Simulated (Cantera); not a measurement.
A Cantera script and what it prints.

```python
import numpy as np
import cantera as ct

gas_names = """
    H H2 N NH NH2 NH3 N2 N2H2 N2H4 Si SiH SiH2 SiH3 SiH4 SiN Si2 Si2N Si3
""".split()
cond_names = """
    Si(cr) Si(L) Si3N4(a)
""".split()


# ... load() reads the species with a 1 bar reference pressure and builds the phases ...
atoms = {
    'SiH4': {'Si': 1, 'H': 4},
    'NH3': {'N': 1, 'H': 3},
}
top_T = {'Si3N4(a)': 2400}  # K; cautious upper limits of use, not melting points


# ... equilibrate(T, P, feed) seeds the gas with the atoms and calls Mixture.equilibrate('TP', solver="vcs", rtol=1e-11, max_steps=5000) ...
results = []
feed = {'SiH4': 1, 'NH3': 0.42}  # mol
P = 1000  # Pa
for T in [898, 998, 1098, 1198, 1298, 1398, 1498, 1598, 1698, 1798, 1898, 1998, 2098]:
    mix = equilibrate(T, P, feed)
    results.append((T, P, feed, dict(zip(mix.species_names, mix.species_moles))))

top = {s: max(r[3][s] / sum(r[3][g] for g in gas_names) for r in results) for s in gas_names}
cols = sorted((s for s in top if top[s] > 0.001), key=lambda s: -top[s])[:9]
seen = [c for c in cond_names if any(r[3].get(c, 0) > 1e-12 for r in results)]
print("log10 of partial pressures in bar; condensed amounts in mol")
print(f"{'T/K':>10s}" + "".join(f"{s[:9]:>10s}" for s in cols + seen))
for T, P, feed, n in results:
    ng = sum(n[g] for g in gas_names)
    print(f"{T:10.4g}" + "".join(f"{np.log10(max(n[s] / ng * P / 1e5, 1e-99)):10.3f}" for s in cols)
          + "".join(f"{n.get(c, 0):10.4g}" for c in seen))
```

Result:

```
log10 of partial pressures in bar; condensed amounts in mol
       T/K        H2        N2         H        Si    Si(cr)     Si(L)  Si3N4(a)
       898    -2.000   -13.002   -10.961   -18.410     0.685         0     0.105
       998    -2.000   -10.826    -9.667   -15.798     0.685         0     0.105
      1098    -2.000    -9.049    -8.607   -13.665     0.685         0     0.105
      1198    -2.000    -7.572    -7.721   -11.890     0.685         0     0.105
      1298    -2.000    -6.326    -6.970   -10.391    0.6852         0    0.1049
      1398    -2.000    -5.261    -6.325    -9.108    0.6872         0    0.1043
      1498    -2.002    -4.341    -5.766    -7.998    0.7031         0   0.09898
      1598    -2.013    -3.539    -5.280    -7.029    0.8024         0   0.06586
      1698    -2.034    -3.131    -4.857    -6.183         0    0.9997         0
      1798    -2.035    -3.132    -4.471    -5.511         0    0.9989         0
      1898    -2.037    -3.133    -4.126    -4.911         0    0.9958         0
      1998    -2.042    -3.137    -3.816    -4.371         0    0.9861         0
      2098    -2.053    -3.144    -3.538    -3.884         0    0.9574         0
```

Cantera equilibrium calculation (NASA polynomials, part measured and part estimated; ideal gas, pure solids and liquids). Mutual solubility and eutectic melting of coexisting phases are not modelled. The tables' values for SiN are old estimates; treat these amounts as uncertain. Gases not in the tables: Si2H6 and higher silanes.
